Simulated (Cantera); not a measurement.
Feed: 1 mol MgO, 0.051 mol H₂S, 1.4 mol H₂O, at 0.640 bar.

Method: chemical equilibrium by Gibbs-energy minimisation in Cantera with the NASA 1993 tables (ideal gas, pure condensed phases). Candidate condensed phases: H₂O, H₂SO₄, Mg, MgO, Mg(OH)₂, MgS, MgSO₄, S; 26 gas species. Gases not in the tables: S₃ to S₇. Rates play no part.

x: gas mole fraction; n: condensed amount in mol.

```
T (K)  x H₂O      x H₂     x H₂S     x SO₂  n MgO(s)
-----  -----  --------  --------  --------  --------
623    0.965  0.000189    0.0351   5.82e-5      1.00
723    0.964  0.000809    0.0348  0.000241      1.00
823    0.963   0.00245    0.0341  0.000710      1.00
923    0.960         ?    0.0325         ?      1.00
1023   0.954         ?         ?         ?      1.00
1123   0.946    0.0202    0.0261   0.00569      1.00
1223   0.936    0.0313    0.0215   0.00897      1.00
1323   0.924    0.0441    0.0166    0.0130      1.00
1423   0.910    0.0577    0.0119    0.0175      1.00
1523   0.897    0.0707   0.00792    0.0220      1.00
1623   0.885    0.0817   0.00482    0.0259     1.000
1723   0.877    0.0897   0.00267    0.0287     1.000
1823   0.872    0.0945   0.00138    0.0304     1.000
1923   0.869    0.0970  0.000694    0.0311     1.000
```

Problem. What belongs in the gaps?

Solution. 
- 923, x H₂: 0.00585
- 923, x SO₂: 0.00166
- 1023, x H₂: 0.0117
- 1023, x H₂S: 0.0299
- 1023, x SO₂: 0.00327
